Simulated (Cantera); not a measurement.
Charge: 1 mol MgO, 0.44 mol CH4, 0.11 mol H2, at 1475 K and 2.00 bar.

Method: chemical equilibrium by Gibbs-energy minimisation in Cantera with the NASA 1993 tables (ideal gas, pure condensed phases). Candidate condensed phases: C, C6H6, C7H8, C8H18, H2O, Mg, MgCO3, MgO, Mg(OH)2; 116 gas species. Rates play no part.

What is the equilibrium state?


| Property | Value |
|---|---|
| x(H2) | 0.994 |
| x(CH4) | 0.00574 |
| x(CO) | 0.000252 |
| x(Mg) | 0.000250 |
| x(H) | 9.14e-6 |
| x(C2H2 (acetylene)) | 6.63e-6 |
| x(C2H4) | 4.84e-6 |
| x(MgH) | 3.54e-6 |
| x(CH3) | 1.07e-6 |
| n(C(graphite)) | 0.434 mol |
| n(MgO(s)) | 1.000 mol |
| gas amount | 0.9848 mol |
| log10 activity of Mg(l) (absent) | -3.67 |
